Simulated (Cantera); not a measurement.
Feed: 1 mol NF3, a varied amount of H2, held at 1975 K and 1 atm.

Method: chemical equilibrium by Gibbs-energy minimisation in Cantera with the NASA 1993 tables (ideal gas, pure condensed phases). Rates play no part.

Task: At 1.6 mol H2, list the 4 most abundant gas species with their mole fractions, and the condensed phases.

Result: HF 0.833, N2 0.139, H2 0.0277, H 0.000226. Condensed: gas only.
